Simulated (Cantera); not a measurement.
Si₂H₆ + CO₂ + H₂ (silicon oxide and oxynitride deposition)

Feed: 1 mol Si₂H₆, a varied amount of CO₂, 1.4 mol H₂, at 327 °C and 488 Torr.

Cantera equilibrium calculation (NASA polynomials, part measured and part estimated; ideal gas, pure solids and liquids). Candidate condensed phases: C, C₆H₆, C₇H₈, C₈H₁₈, H₂O, Si, SiC, SiO₂; 123 gas species. The feed counts by its element totals alone. The numbers say what is thermodynamically allowed, not how fast it happens.

From 2.9 mol CO₂ to 16 mol CO₂ the condensed part is C(graphite) + SiO₂(α-quartz).

| n(CO₂) (mol) | x CO₂ | x H₂O | x CH₄ | x H₂ | x CO | x C₂H₆ | x HCOOH | n C(graphite) | n SiO₂(α-quartz) |
|---|---|---|---|---|---|---|---|---|---|
| 2.9 | 0.0595 | 0.437 | 0.420 | 0.0828 | 0.000399 | 1.25e-6 | 1.11e-9 | 1.35 | 2.00 |
| 3.4 | 0.117 | 0.516 | 0.297 | 0.0696 | 0.000559 | 7.44e-7 | 1.85e-9 | 1.85 | 2.00 |
| 4 | 0.189 | 0.546 | 0.206 | 0.0580 | 0.000710 | 4.31e-7 | 2.48e-9 | 2.29 | 2.00 |
| 4.7 | 0.267 | 0.541 | 0.143 | 0.0484 | 0.000844 | 2.50e-7 | 2.92e-9 | 2.64 | 2.00 |
| 5.5 | 0.344 | 0.514 | 0.101 | 0.0405 | 0.000958 | 1.47e-7 | 3.15e-9 | 2.91 | 2.00 |
| 6.4 | 0.416 | 0.477 | 0.0717 | 0.0342 | 0.00105 | 8.83e-8 | 3.22e-9 | 3.12 | 2.00 |
| 7.5 | 0.486 | 0.433 | 0.0505 | 0.0287 | 0.00114 | 5.21e-8 | 3.16e-9 | 3.29 | 2.00 |
| 8.7 | 0.547 | 0.391 | 0.0365 | 0.0244 | 0.00121 | 3.20e-8 | 3.02e-9 | 3.43 | 2.00 |
| 10 | 0.599 | 0.352 | 0.0270 | 0.0210 | 0.00126 | 2.04e-8 | 2.85e-9 | 3.53 | 2.00 |
| 12 | 0.660 | 0.303 | 0.0183 | 0.0173 | 0.00133 | 1.14e-8 | 2.58e-9 | 3.64 | 2.00 |
| 14 | 0.704 | 0.266 | 0.0132 | 0.0147 | 0.00137 | 6.95e-9 | 2.34e-9 | 3.71 | 2.00 |
| 16 | 0.739 | 0.237 | 0.00995 | 0.0127 | 0.00140 | 4.56e-9 | 2.13e-9 | 3.76 | 2.00 |
x: gas mole fraction; n: condensed amount in mol.
